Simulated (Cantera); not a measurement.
Feed: 1 mol Al, 1.5 mol HCl, held at 875 K and 13300 Pa.

Equilibrium computed with Cantera from the NASA thermochemical tables; the gas is ideal and each condensed phase is pure. Candidate condensed phases: Al, AlCl3; 12 gas species. The tables' values for AlCl2 are old estimates; treat these amounts as uncertain. The numbers say what is thermodynamically allowed, not how fast it happens.

Base state: H2 0.607, AlCl3 0.376, Al2Cl6 0.0138, AlCl 0.00148, AlCl2 0.00108, HCl 1.25e-5 (mole fractions); condensed: Al(s).

What changes in the equilibrium state with this change: HCl from 1.5 to 17 mol?


```csv
species,before,after
HCl,1.25e-5,0.849
H2,0.607,0.0909
AlCl3,0.376,0.0599
Al2Cl6,0.0138,0.000350
AlCl,0.00148,<1e-9
AlCl2,0.00108,<1e-9
"Al(s), mol",0.498,0
```
